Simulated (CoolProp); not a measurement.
Saturation properties of sulfur hexafluoride.

Computed with CoolProp (reference Helmholtz-energy equation of state, Guder 2009).

```tsv
T (°C)	p (MPa)	liquid cp (kJ/(kg K))	vapour Z	surface tension (mN/m)
-34.95	0.4121	0.8841	0.8945	9.33
-32.75	0.4465	0.8916	0.8884	9.01
-30.55	0.4829	0.8992	0.8821	8.69
-28.35	0.5215	0.9070	0.8756	8.37
-26.15	0.5624	0.9151	0.8688	8.05
-23.95	0.6056	0.9233	0.8618	7.74
-21.75	0.6513	0.9318	0.8545	7.43
-19.55	0.6995	0.9406	0.8470	7.12
-17.35	0.7502	0.9497	0.8392	6.81
-15.15	0.8037	0.9592	0.8312	6.51
-12.95	0.8599	0.9691	0.8229	6.21
-10.75	0.9189	0.9794	0.8143	5.92
-8.55	0.9810	0.9902	0.8055	5.62
```

Surface tension comes from a separate correlation (Mulero 2012).
